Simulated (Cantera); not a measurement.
## Catalytic stagnation flow on Pt

A jet of H₂ : O₂ : N₂ = 0.026 : 0.11 : 0.79 (molar parts) at 300 K and 61.5 Torr hits a platinum plate 8 cm away at a mass flux of 0.021 kg/m²/s; the plate temperature is set and raised in steps from an oxygen-covered start.

Cantera simulation using Deutschmann's 1995 Pt surface mechanism with GRI-Mech 3.0 gas chemistry; the numbers are that mechanism's predictions, not measurements. Catalytic surfaces can have several steady states; this one follows from the mechanism file's or the stated starting coverage.

```csv
plate T (K),wall x H₂,wall x O₂,wall x H₂O,wall x OH,θ free Pt,θ O*,θ OH*
600,0.00210,0.0911,0.0503,<1e-8,0.0379,0.957,0.00531
650,0.00206,0.0911,0.0500,<1e-8,0.0404,0.956,0.00359
700,0.00187,0.0910,0.0501,<1e-8,0.0470,0.950,0.00267
750,0.00140,0.0906,0.0507,<1e-8,0.0662,0.932,0.00228
800,0.000957,0.0902,0.0513,<1e-8,0.103,0.895,0.00211
```
x: mole fraction at the wall; θ: surface coverage.
